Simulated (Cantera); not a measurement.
## Ammonia decomposition in nitride growth gas

A perfectly stirred reactor is fed with NH3 : H2 = 1 : 1.2 (molar parts), at 16000 Pa; it is held at 2375 K, and followed from long to short residence time.

Cantera simulation using the gas-phase N/H chemistry of the illustrative SiF4/NH3 mechanism in the Surface Chemkin manual (1991); the numbers are that mechanism's predictions, not measurements. Walls and surfaces, which speed up NH3 decomposition in real reactors, are not modelled.

| τ (s) | x NH3 | x H2 | x H | x N2H2 | x N | x N2H4 | x N2 |
|---|---|---|---|---|---|---|---|
| 0.73 | 0.000592 | 0.822 | 0.0233 | 2.23e-8 | 3.36e-5 | 1.68e-11 | 0.154 |
| 0.33 | 0.00242 | 0.829 | 0.0136 | 8.47e-8 | 2.65e-5 | 9.42e-11 | 0.154 |
| 0.15 | 0.0117 | 0.830 | 0.00684 | 2.91e-7 | 1.60e-5 | 5.59e-10 | 0.152 |
| 0.065 | 0.0352 | 0.816 | 0.00437 | 7.75e-7 | 1.28e-5 | 2.13e-9 | 0.144 |
| 0.029 | 0.0787 | 0.789 | 0.00317 | 1.74e-6 | 1.18e-5 | 6.01e-9 | 0.128 |
| 0.013 | 0.149 | 0.743 | 0.00241 | 3.46e-6 | 1.12e-5 | 1.40e-8 | 0.104 |
| 0.0057 | 0.241 | 0.683 | 0.00189 | 5.98e-6 | 1.06e-5 | 2.67e-8 | 0.0722 |
| 0.0025 | 0.329 | 0.625 | 0.00156 | 8.51e-6 | 9.94e-6 | 4.02e-8 | 0.0420 |
x: mole fraction; the columns are a selection and need not sum to one.
